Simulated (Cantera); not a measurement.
Standard-state values (1 bar) from the NASA 1993 polynomials, evaluated with Cantera. Values are per mole of reaction as written; species without (g) are pure solids or liquids, kept so even where they would boil at 1 bar.

**Question.** Between 300 and 848 K, where is each reaction favourable under standard conditions?
- 2 BaO + 4 F(g) → 2 BaF2 + O2(g)

**Answer.** 
- 2 BaO + 4 F(g) → 2 BaF2 + O2(g): ΔG° is -1524 kJ at 300 K and -1313 kJ at 848 K; it stays negative (K > 1). ΔH° is -1639 kJ and ΔS° -384 J/K at 848 K.
